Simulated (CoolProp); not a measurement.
Saturation properties of R1224YDZ (Tc = 155.5 °C, pc = 3.334 MPa, ω = 0.325).

Computed with CoolProp (reference Helmholtz-energy equation of state, Akasaka 2023).

```csv
T (°C),p (MPa),liquid density (kg/m³),liquid cp (kJ/(kg K)),vapour Z
23.75,0.1410,1363,1.147,0.9393
33.25,0.1958,1337,1.167,0.9250
42.75,0.2657,1309,1.189,0.9086
52.35,0.3541,1281,1.213,0.8896
61.85,0.4620,1251,1.239,0.8683
71.35,0.5929,1219,1.268,0.8441
80.85,0.7498,1186,1.301,0.8169
90.35,0.9359,1150,1.339,0.7862
99.85,1.155,1112,1.384,0.7516
109.45,1.412,1070,1.441,0.7118
118.95,1.708,1023,1.518,0.6667
128.45,2.049,970.4,1.633,0.6140
137.95,2.441,907.3,1.846,0.5503
```

It boils at 14.9 °C under 1 atm.
